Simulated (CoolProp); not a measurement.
A simple Rankine cycle with R245fa: condensing at 294.15 K, boiler at 0.553 MPa, turbine inlet 344.5 K, turbine efficiency 0.7, pump efficiency 0.7, no recuperator. Each further row changes one setting.

Computed with CoolProp (reference Helmholtz-energy equation of state, Akasaka 2015).

```tsv
case	thermal efficiency (%)	net work (kJ/kg)	heat in (kJ/kg)	turbine exit temperature (K)	volume ratio over the turbine
as stated	8.0	18.6	231	315.5	4.37
turbine inlet 364.5 K	8.0	20.2	253	336.4	4.30
condensing temperature 286.15 K	9.3	22.6	___	310.2	___
boiler pressure 0.387 MPa	___	___	235	___	3.00
turbine efficiency 0.6	6.9	___	231	___	4.42
```

### Question
Some entries are withheld; supply them.

### Answer

- condensing temperature 286.15 K, heat in (kJ/kg): 242
- condensing temperature 286.15 K, volume ratio over the turbine: 5.94
- boiler pressure 0.387 MPa, thermal efficiency (%): 6.2
- boiler pressure 0.387 MPa, net work (kJ/kg): 14.7
- boiler pressure 0.387 MPa, turbine exit temperature (K): 323.7
- turbine efficiency 0.6, net work (kJ/kg): 15.9
- turbine efficiency 0.6, turbine exit temperature (K): 318.4
